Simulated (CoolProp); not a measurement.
Propylene along the isobar 5.26 MPa: density (kg/m³) from the reference equation and from simpler models built on Tc = 91.1 °C, pc = 4.555 MPa, ω = 0.146; each cubic takes its own stable root.

Values from CoolProp's reference Helmholtz-energy equation of state, Lemmon 2013.

```
T (°C)          phase  reference  van der Waals  Redlich-Kwong  Soave-Redlich-Kwong  Peng-Robinson
------  -------------  ---------  -------------  -------------  -------------------  -------------
-12.25         liquid      571.9          370.3          528.0                537.1          606.7
5.05           liquid      548.5          356.5          502.4                512.1          578.7
22.25          liquid      523.2          341.4          474.1                484.0          547.0
39.45          liquid      494.9          324.3          442.0                  [?]          510.0
56.75          liquid      461.6          304.0          404.1                  [?]          465.0
73.95          liquid      419.1          278.7          357.0                363.1          407.1
91.15   supercritical      347.9          241.5          285.8                285.7          315.5
108.35  supercritical      140.0            [?]          141.3                  [?]          143.6
125.65  supercritical      106.4          109.6          107.7                104.3          109.5
142.85  supercritical      91.36          94.31          92.72                89.90          93.85
160.05  supercritical      81.78          84.58          83.04                80.54          83.75
177.35  supercritical      74.77          77.41          75.92                73.65          76.34
194.55  supercritical      69.33          71.82          70.39                68.29            [?]
211.75  supercritical      64.90          67.24            [?]                63.91          65.94
228.95  supercritical      61.17          63.37          62.07                60.24            [?]
```

Question: Complete the blanks.

Answer: 
- 39.45, Soave-Redlich-Kwong: 451.6
- 56.75, Soave-Redlich-Kwong: 412.7
- 108.35, van der Waals: 148.3
- 108.35, Soave-Redlich-Kwong: 135.5
- 194.55, Peng-Robinson: 70.60
- 211.75, Redlich-Kwong: 65.87
- 228.95, Peng-Robinson: 62.03
